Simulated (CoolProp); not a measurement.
Vapour-liquid equilibrium of R125 (1) + R134a (2) at 13.05 °C; x and y are mole fractions of (1).

Values from CoolProp's multi-fluid Helmholtz-energy mixture model, Lemmon 2005 and Tillner-Roth 1994; pair parameters Lemmon 2004.

```json
[
 {"x": "0.05", "bubble pressure, mixture model (MPa)": "0.4862", "bubble pressure, Raoult's law (MPa)": "0.4852", "y, mixture model": "0.097", "y, Raoult's law": "0.102"},
 {"x": "0.2", "bubble pressure, mixture model (MPa)": "0.5679", "bubble pressure, Raoult's law (MPa)": "0.5653", "y, mixture model": "0.331", "y, Raoult's law": "0.351"},
 {"x": "0.35", "bubble pressure, mixture model (MPa)": "0.6479", "bubble pressure, Raoult's law (MPa)": "0.6454", "y, mixture model": "0.509", "y, Raoult's law": "0.538"},
 {"x": "0.5", "bubble pressure, mixture model (MPa)": "0.7270", "bubble pressure, Raoult's law (MPa)": "0.7256", "y, mixture model": "0.652", "y, Raoult's law": "0.684"},
 {"x": "0.65", "bubble pressure, mixture model (MPa)": "0.8057", "bubble pressure, Raoult's law (MPa)": "0.8057", "y, mixture model": "0.772", "y, Raoult's law": "0.801"},
 {"x": "0.8", "bubble pressure, mixture model (MPa)": "0.8849", "bubble pressure, Raoult's law (MPa)": "0.8858", "y, mixture model": "0.877", "y, Raoult's law": "0.896"},
 {"x": "0.95", "bubble pressure, mixture model (MPa)": "0.9654", "bubble pressure, Raoult's law (MPa)": "0.9659", "y, mixture model": "0.970", "y, Raoult's law": "0.976"}
]
```

The largest gap from Raoult's law is +0.5 % in bubble pressure, at x = 0.2. No azeotrope shows between x = 0.05 and 0.95.

The pair parameters rest on a limited set of measurements; away from them the model extrapolates.
